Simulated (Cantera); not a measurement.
**Boron, boron nitride and boron oxide: B2O3 + NH3 + N2**

Feed: 1 mol B2O3, 0.15 mol NH3, 9.5 mol N2, at 0.270 bar.

These are equilibrium values from Cantera (NASA tables, ideal gas, pure condensed phases), not measurements of a reactor. Candidate condensed phases: B, BN, B2O3, B3O3H3, H2O; 39 gas species. Mutual solubility and eutectic melting of coexisting phases are not modelled. The numbers say what is thermodynamically allowed, not how fast it happens.

| T (K) | log p N2 | log p H2 | log p B2O3 | log p HBO2 | log p HBO | log p B2O2 | log p H2O | n BN(s) | n B2O3(l) |
|---|---|---|---|---|---|---|---|---|---|
| 1250 | -0.58 | -2.21 | -7.36 | -5.02 | -6.84 | -10.23 | -4.46 | 0.000948 | 0.999 |
| 1300 | -0.58 | -2.21 | -6.73 | -4.75 | -6.37 | -9.39 | -4.47 | 0.00102 | 0.999 |
| 1350 | -0.58 | -2.21 | -6.15 | -4.50 | -5.94 | -8.61 | -4.48 | 0.00116 | 0.999 |
| 1400 | -0.58 | -2.21 | -5.62 | -4.28 | -5.55 | -7.88 | -4.49 | 0.00138 | 0.998 |
| 1450 | -0.58 | -2.21 | -5.12 | -4.07 | -5.18 | -7.21 | -4.51 | 0.00171 | 0.997 |
| 1500 | -0.58 | -2.22 | -4.66 | -3.87 | -4.83 | -6.58 | -4.52 | 0.00217 | 0.995 |
| 1550 | -0.58 | -2.22 | -4.23 | -3.69 | -4.52 | -6.00 | -4.53 | 0.00277 | 0.992 |
| 1600 | -0.58 | -2.22 | -3.83 | -3.53 | -4.22 | -5.45 | -4.54 | 0.00345 | 0.986 |
| 1650 | -0.58 | -2.23 | -3.46 | -3.37 | -3.94 | -4.94 | -4.56 | 0.00409 | 0.975 |
| 1700 | -0.58 | -2.24 | -3.11 | -3.23 | -3.68 | -4.46 | -4.58 | 0.00429 | 0.953 |
log p: log10 of the partial pressure in bar; n: condensed amount in mol.

From 1250 K to 1700 K the condensed part is BN(s) + B2O3(l). The main B-bearing gas is HBO2 at 1250 K and B2O3 at 1700 K.
